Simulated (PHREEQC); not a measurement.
Model water analysis in mmol/kgw, 70 °C, pH 6.27: Na 80.2; K 0.777; Ca 1.61; Mg 9.22; Cl 88.2; S(6) 7.57; Alkalinity (meq/kgw) 0.0309; Br 0.042; Li 0.392.

Valence states are taken as typed.

Equilibrium calculation in PHREEQC: Pitzer model, pitzer.dat.

```
quantity                   before    after
------------------------  -------  -------
ionic strength (mol/kgw)    0.122    0.122
HCO3- (mol/kgw)           3.13e-5  2.35e-5
CO2 (mol/kgw)             2.54e-5  1.91e-6
HSO4- (mol/kgw)           4.65e-7  4.66e-8
MgOH+ (mol/kgw)           2.90e-7  2.90e-6
MgCO3 (mol/kgw)           1.53e-8  1.15e-7
```

Problem. What was changed between the two runs?
(A) pH from 6.27 to 7.27 at the same alkalinity
(B) pH from 6.27 to 5.77 at the same alkalinity
(C) K from 0.777 to 2.33 mmol/kgw
(D) all concentrations times 3 at the same typed pH

Solution. A, pH from 6.27 to 7.27 at the same alkalinity

No solid was allowed to form. Away from 25 °C the constants follow the database's enthalpies or fits; those with neither stay at their 25 °C values.
